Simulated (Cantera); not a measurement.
Input: 1 mol B2H6, 11 mol H2, equilibrated at 473 Torr.

Equilibrium computed with Cantera from the NASA thermochemical tables; the gas is ideal and each condensed phase is pure. Candidate condensed phases: B; 7 gas species. The feed counts by its element totals alone. Equilibrium is a limit: real reactors are often held back by kinetics, nucleation or transport. All values below are at 1348 K.

Base state: H2 1.000 (mole fractions); condensed: B(s).

What changes in the equilibrium state with this change: B2H6 replaced by BF3?


```json
[
 {"species": "H2", "before": "1.000", "after": "0.912"},
 {"species": "BF3", "before": "0", "after": "0.0790"},
 {"species": "HF", "before": "0", "after": "0.00433"},
 {"species": "BHF2", "before": "0", "after": "0.00422"},
 {"species": "BF2", "before": "0", "after": "0.000102"},
 {"species": "B(s), mol", "before": "2.00", "after": "0"}
]
```
The tables' values for BF2 are old estimates; treat these amounts as uncertain.
